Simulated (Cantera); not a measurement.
What does this Cantera script print?

```python
import numpy as np
import cantera as ct

gas_names = """
    H NH3
""".split()
cond_names = """
    ALN(s) AL(cr) AL(L)
""".split()


# ... load() reads the species with a 1 bar reference pressure and builds the phases ...
species = {s.name: s for s in load("nasa_gas.yaml", gas_names) + load("nasa_condensed.yaml", cond_names)}
# Each term lists the table entries of one substance; the one whose range holds T is used.
reactions = {
    'AlN + 3 H(g) = Al + NH3(g)':
        [(-1, ['ALN(s)']), (-3, ['H']), (1, ['AL(cr)', 'AL(L)']), (1, ['NH3'])],
}


def pick(names, T):
    return next(species[n] for n in names if species[n].thermo.min_temp <= T <= species[n].thermo.max_temp)


results = []
for label, terms in reactions.items():
    print(label)
    print("     T/K   dH/kJ  dS/(J/K)   dG/kJ   log10 K")
    for T in [448, 473, 498, 523, 548, 573, 598, 623]:
        used = [(nu, pick(names, T)) for nu, names in terms]
        dH = sum(nu * s.thermo.h(T) for nu, s in used) / 1e6
        dS = sum(nu * s.thermo.s(T) for nu, s in used) / 1e3
        dG = dH - T * dS / 1e3
        logK = -dG * 1e6 / (ct.gas_constant * T * np.log(10))
        results.append((label, T, dH, dS, dG, logK, [s.name for _, s in used]))
        print(f"{T:8g} {dH:8.1f} {dS:8.1f} {dG:8.1f} {logK:8.2f}")
```

It prints:

```
AlN + 3 H(g) = Al + NH3(g)
     T/K   dH/kJ  dS/(J/K)   dG/kJ   log10 K
     448   -387.1   -157.1   -316.7    36.92
     473   -387.9   -159.0   -312.7    34.53
     498   -388.8   -160.7   -308.7    32.38
     523   -389.6   -162.4   -304.7    30.43
     548   -390.5   -164.0   -300.6    28.65
     573   -391.3   -165.5   -296.5    27.03
     598   -392.1   -166.9   -292.3    25.54
     623   -393.0   -168.2   -288.2    24.16
```

Standard-state values (1 bar) from the NASA 1993 polynomials, evaluated with Cantera. Condensed species are held in their standard states even where they would react or evaporate.
